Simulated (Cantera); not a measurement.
A freely propagating, adiabatic, planar premixed flame of C₃H₈ : O₂ : N₂ = 1 : 5.68 : 21.4 (molar parts), unburnt at 675 K and 1.00 bar; mixture-averaged transport, grid criteria slope 0.08 and curve 0.16, no radiation.

Model: GRI-Mech 3.0 (53 species, 325 reactions), integrated in Cantera. GRI-Mech 3.0 was tuned for natural gas; its chemistry of propane as a main component is partial and can be far from experiment. Burning velocities carry a grid error of a few per cent, more on coarse grids.

Task: How do the results move with these cheaper or finer settings: unity-Lewis-number transport; multicomponent transport; multicomponent+Soret transport; grid criteria slope 0.5, curve 1; grid criteria slope 0.25, curve 0.5; grid criteria slope 0.03, curve 0.06?

Result: 
```tsv
setting	laminar burning velocity	thermal thickness	peak x(CH₂)	peak x(CH₂CO)	grid points
as above	188 cm/s	0.268 mm	6.27e-5	0.00145	149
unity-Lewis-number transport	134 cm/s	0.305 mm	5.04e-5	0.000951	136
multicomponent transport	188 cm/s	0.270 mm	6.28e-5	0.00146	149
multicomponent+Soret transport	186 cm/s	0.270 mm	6.23e-5	0.00146	149
grid criteria slope 0.5, curve 1	206 cm/s	0.299 mm	6.08e-5	0.00142	44
grid criteria slope 0.25, curve 0.5	197 cm/s	0.278 mm	6.32e-5	0.00144	63
grid criteria slope 0.03, curve 0.06	184 cm/s	0.264 mm	6.20e-5	0.00145	369
```
The base run took about 8 core-seconds (a rough figure).
Unity Lewis numbers drop preferential diffusion, which matters most where H2 and H carry the flame; Soret adds thermal diffusion.
